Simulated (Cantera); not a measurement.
**Thermodynamics of silicon etching in halogen gases, feed Si + HF**

Charge: 1 mol Si, a varied amount of HF, held at 598.15 K and 10.0 mbar.

Equilibrium computed with Cantera from the NASA thermochemical tables; the gas is ideal and each condensed phase is pure. Candidate condensed phases: Si; 25 gas species. Kinetics and transport are ignored.

| n(HF) (mol) | x H₂ | x SiF₄ | x HF | x SiHF₃ | x SiH₂F₂ | n Si(s) |
|---|---|---|---|---|---|---|
| 1.1 | 0.665 | 0.329 | 1.12e-9 | 0.00623 | 8.56e-5 | 0.724 |
| 1.3 | 0.665 | 0.329 | 1.12e-9 | 0.00623 | 8.56e-5 | 0.673 |
| 1.4 | 0.665 | 0.329 | 1.12e-9 | 0.00623 | 8.56e-5 | 0.648 |
| 1.6 | 0.665 | 0.329 | 1.12e-9 | 0.00623 | 8.56e-5 | 0.598 |
| 1.8 | 0.665 | 0.329 | 1.12e-9 | 0.00623 | 8.56e-5 | 0.548 |
| 2.1 | 0.665 | 0.329 | 1.12e-9 | 0.00623 | 8.56e-5 | 0.472 |
| 2.3 | 0.665 | 0.329 | 1.12e-9 | 0.00623 | 8.56e-5 | 0.422 |
| 2.6 | 0.665 | 0.329 | 1.12e-9 | 0.00623 | 8.56e-5 | 0.347 |
| 3 | 0.665 | 0.329 | 1.12e-9 | 0.00623 | 8.56e-5 | 0.246 |
| 3.4 | 0.665 | 0.329 | 1.12e-9 | 0.00623 | 8.56e-5 | 0.146 |
| 3.8 | 0.665 | 0.329 | 1.12e-9 | 0.00623 | 8.56e-5 | 0.0454 |
| 4.3 | 0.606 | 0.303 | 0.0909 | 6.43e-11 | <1e-12 | 0 |
| 4.9 | 0.513 | 0.256 | 0.231 | 1.81e-11 | <1e-12 | 0 |
x: gas mole fraction; n: condensed amount in mol.

From 1.1 mol HF to 3.8 mol HF the condensed part is Si(s). From 4.3 mol HF to 4.9 mol HF nothing is condensed. The main Si-bearing gas is SiF₄ throughout.
